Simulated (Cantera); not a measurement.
**Thermodynamics of aluminium nitride and oxide growth, feed AlCl3 + NH3 + N2**

Input: 1 mol AlCl3, 12 mol NH3, 100 mol N2, equilibrated at 0.0825 Torr.

These are equilibrium values from Cantera (NASA tables, ideal gas, pure condensed phases), not measurements of a reactor. Candidate condensed phases: Al, AlCl3, AlN, NH4Cl; 20 gas species. The tables' values for AlCl2 are old estimates; treat these amounts as uncertain. Kinetics and transport are ignored.

From 975 K to 1325 K the condensed part is AlN(s). From 1375 K to 1525 K nothing is condensed. The main Al-bearing gas is AlCl3 at 975 K and AlCl at 1525 K.

```json
[
 {"T (K)": "975", "x N2": "0.845", "x H2": "0.134", "x HCl": "0.0192", "x AlCl": "8.66e-8", "x AlCl3": "0.00159", "x H": "4.00e-8", "x AlCl2": "8.95e-7", "x Cl": "5.39e-9", "n AlN(s)": "0.802"},
 {"T (K)": "1025", "x N2": "0.845", "x H2": "0.134", "x HCl": "0.0190", "x AlCl": "7.22e-7", "x AlCl3": "0.00166", "x H": "1.52e-7", "x AlCl2": "3.29e-6", "x Cl": "1.98e-8", "n AlN(s)": "0.792"},
 {"T (K)": "1075", "x N2": "0.845", "x H2": "0.135", "x HCl": "0.0188", "x AlCl": "4.92e-6", "x AlCl3": "0.00173", "x H": "5.13e-7", "x AlCl2": "1.07e-5", "x Cl": "6.47e-8", "n AlN(s)": "0.781"},
 {"T (K)": "1125", "x N2": "0.845", "x H2": "0.135", "x HCl": "0.0185", "x AlCl": "2.81e-5", "x AlCl3": "0.00179", "x H": "1.56e-6", "x AlCl2": "3.11e-5", "x Cl": "1.90e-7", "n AlN(s)": "0.769"},
 {"T (K)": "1175", "x N2": "0.845", "x H2": "0.135", "x HCl": "0.0182", "x AlCl": "0.000138", "x AlCl3": "0.00182", "x H": "4.29e-6", "x AlCl2": "8.16e-5", "x Cl": "5.07e-7", "n AlN(s)": "0.745"},
 {"T (K)": "1225", "x N2": "0.845", "x H2": "0.135", "x HCl": "0.0177", "x AlCl": "0.000582", "x AlCl3": "0.00176", "x H": "1.09e-5", "x AlCl2": "0.000192", "x Cl": "1.23e-6", "n AlN(s)": "0.683"},
 {"T (K)": "1275", "x N2": "0.844", "x H2": "0.135", "x HCl": "0.0165", "x AlCl": "0.00210", "x AlCl3": "0.00151", "x H": "2.59e-5", "x AlCl2": "0.000387", "x Cl": "2.68e-6", "n AlN(s)": "0.499"},
 {"T (K)": "1325", "x N2": "0.842", "x H2": "0.136", "x HCl": "0.0138", "x AlCl": "0.00611", "x AlCl3": "0.000916", "x H": "5.75e-5", "x AlCl2": "0.000584", "x Cl": "4.89e-6", "n AlN(s)": "0.0427"},
 {"T (K)": "1375", "x N2": "0.842", "x H2": "0.136", "x HCl": "0.0146", "x AlCl": "0.00708", "x AlCl3": "0.000393", "x H": "0.000120", "x AlCl2": "0.000463", "x Cl": "1.07e-5", "n AlN(s)": "0"},
 {"T (K)": "1425", "x N2": "0.841", "x H2": "0.135", "x HCl": "0.0152", "x AlCl": "0.00744", "x AlCl3": "0.000160", "x H": "0.000239", "x AlCl2": "0.000337", "x Cl": "2.20e-5", "n AlN(s)": "0"},
 {"T (K)": "1475", "x N2": "0.841", "x H2": "0.135", "x HCl": "0.0155", "x AlCl": "0.00763", "x AlCl3": "6.50e-5", "x H": "0.000454", "x AlCl2": "0.000241", "x Cl": "4.22e-5", "n AlN(s)": "0"},
 {"T (K)": "1525", "x N2": "0.841", "x H2": "0.135", "x HCl": "0.0156", "x AlCl": "0.00773", "x AlCl3": "2.73e-5", "x H": "0.000828", "x AlCl2": "0.000173", "x Cl": "7.68e-5", "n AlN(s)": "0"}
]
```
x: gas mole fraction; n: condensed amount in mol.
